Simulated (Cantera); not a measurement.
A perfectly stirred reactor is fed with H2 : O2 : N2 : NO = 1 : 0.5 : 3.95 : 0.024 (molar parts), at 500000 Pa; it is adiabatic with a 425 K inlet, and is followed from long to short residence time, starting on the burning branch (τ in s: 0.071, 0.039, 0.022, 0.012, 0.0066, 0.0036, 0.002, 0.0011, 0.00062, 0.00034, 0.00019, 0.0001, 5.7e-05).

Model: GRI-Mech 3.0 (53 species, 325 reactions), integrated in Cantera. The hydrogen kinetics of GRI-Mech 3.0 are dated; newer H2 mechanisms differ, most at raised pressure. The mechanism lacks 2 NO + O2 → 2 NO2 and HONO, so NO2 and the effect of NO are under-described below about 1400 K.

x: mole fraction; the columns are a selection and need not sum to one.

```
τ (s)    T (K)        x H2        x O2     x NO        x OH   x N2  x H2O
-------  -----  ----------  ----------  -------  ----------  -----  -----
0.071     1816     0.00146     0.00140  0.00323    0.000494  0.794  0.199
0.039     1812  (withheld)  (withheld)  0.00325  (withheld)  0.794  0.199
0.022     1808     0.00239     0.00181  0.00328    0.000683  0.794  0.198
0.012     1802     0.00306     0.00208  0.00335    0.000809  0.793  0.197
0.0066    1795     0.00388     0.00242  0.00345    0.000956  0.793  0.196
0.0036    1786     0.00489     0.00284  0.00357     0.00113  0.792  0.195
0.0020    1775  (withheld)  (withheld)  0.00371  (withheld)  0.792  0.193
0.0011    1760     0.00753     0.00398  0.00387     0.00157  0.791  0.191
0.00062   1743     0.00920     0.00474  0.00402     0.00182  0.790  0.189
0.00034   1721      0.0113     0.00573  0.00417     0.00210  0.788  0.186
0.00019   1693      0.0137     0.00694  0.00430     0.00237  0.786  0.183
0.00010   1654      0.0169     0.00868  0.00442     0.00262  0.784  0.178
5.7e-5    1611      0.0206      0.0107  0.00449     0.00275  0.781  0.173
```

Some entries are withheld; supply them.


- 0.039, x H2: 0.00189
- 0.039, x O2: 0.00159
- 0.039, x OH: 0.000583
- 0.0020, x H2: 0.00608
- 0.0020, x O2: 0.00334
- 0.0020, x OH: 0.00133
